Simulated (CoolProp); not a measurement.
Saturation properties of sulfur dioxide.

Model: reference Helmholtz-energy equation of state, Gao 2016, in CoolProp.

| T (°C) | p (MPa) | liquid cp (kJ/(kg K)) | surface tension (mN/m) |
|---|---|---|---|
| -59.35 | 0.006041 | … | 38.3 |
| -45.25 | 0.01568 | … | 35.5 |
| -31.05 | 0.03593 | 1.358 | 32.7 |
| -16.95 | 0.07359 | 1.359 | 29.9 |
| -2.75 | 0.1387 | 1.365 | 27.1 |
| 11.35 | … | 1.376 | 24.3 |
| 25.45 | 0.3981 | 1.393 | 21.6 |
| 39.65 | 0.6237 | … | 18.8 |
| 53.75 | … | 1.452 | 16.1 |
| 67.95 | 1.349 | 1.500 | … |
| 82.05 | 1.886 | 1.567 | 10.8 |
| 96.25 | 2.572 | 1.666 | 8.19 |
| 110.35 | 3.421 | 1.824 | 5.64 |

Problem. Fill in the missing entries.

Solution. 
- -59.35, liquid cp (kJ/(kg K)): 1.371
- -45.25, liquid cp (kJ/(kg K)): 1.363
- 11.35, p (MPa): 0.2422
- 39.65, liquid cp (kJ/(kg K)): 1.418
- 53.75, p (MPa): 0.9330
- 67.95, surface tension (mN/m): 13.4

It boils at -10.0 °C under 1 atm.

Surface tension comes from a separate correlation (Mulero 2012).
